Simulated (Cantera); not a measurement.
An isothermal, constant-pressure homogeneous reactor starts with N2O : O2 = 1 : 1.7 (molar parts), at 1100 K and 51.8 Torr.

Cantera simulation using GRI-Mech 3.0 (53 species, 325 reactions); the numbers are that mechanism's predictions, not measurements. GRI-Mech 3.0 was tuned for natural gas; its chemistry of N2O as a main component is partial and can be far from experiment. The mechanism lacks the step 2 NO + O2 → 2 NO2, which can matter for NO2 below about 1400 K. The temperature is held fixed by assumption; the heat of reaction is taken as removed at once.

Task: Predict: x(N2O) at 40.0 s; x(O2) at 40.0 s; x(NO2) at 40.0 s; x(N2) at 40.0 s; x(NO) at 40.0 s; x(O) at 40.0 s.

Result: 
* **x(N2O) at 40.0 s**: 0.289 (gas-phase equilibrium 1.21e-9)
* **x(O2) at 40.0 s**: 0.640 (gas-phase equilibrium 0.687)
* **x(NO2) at 40.0 s**: 5.70e-6 (gas-phase equilibrium 1.32e-6)
* **x(N2) at 40.0 s**: 0.0663 (gas-phase equilibrium 0.312)
* **x(NO) at 40.0 s**: 0.00466 (gas-phase equilibrium 9.74e-5)
* **x(O) at 40.0 s**: 3.27e-7 (gas-phase equilibrium 7.93e-9)
